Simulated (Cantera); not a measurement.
**Gas activation for diamond growth**

An isothermal, constant-pressure homogeneous reactor starts with CH₄ : H₂ = 0.01 : 1 (molar parts), at 1700 K and 45.0 Torr.

Detailed kinetics in Cantera: GRI-Mech 3.0 (53 species, 325 reactions). GRI-Mech 3.0 stops at C3 and has no aromatics, soot or wall deposition, so with more carbon than oxygen in the feed, carbon stays in small species such as C2H2 where larger ones or solid carbon would form.

```tsv
t (s)	x CH₄	x H₂	x C₂H₂	x C₂H₄	x CH₂
0.000100	0.00990	0.990	<1e-12	1.62e-12	<1e-12
0.000345	0.00990	0.990	<1e-12	5.29e-11	9.97e-12
0.00119	0.00990	0.990	4.34e-11	2.00e-9	1.18e-10
0.00412	0.00988	0.990	8.66e-9	7.67e-8	1.38e-9
0.0142	0.00984	0.990	1.70e-6	1.78e-6	1.42e-8
0.0492	0.00964	0.990	6.94e-5	6.22e-6	5.82e-8
0.170	0.00889	0.990	0.000438	6.85e-6	6.17e-8
0.587	0.00699	0.991	0.00139	7.48e-6	4.96e-8
2.03	0.00400	0.992	0.00289	9.46e-6	2.94e-8
7.00	0.00163	0.994	0.00407	1.19e-5	1.24e-8
```
x: mole fraction; the columns are a selection and need not sum to one.

Equilibrium at this temperature and pressure: CH₄ 0.000513, H₂ 0.994, C₂H₂ 0.00463, C₂H₄ 1.34e-5, CH₂ 3.96e-9 (gas phase only).
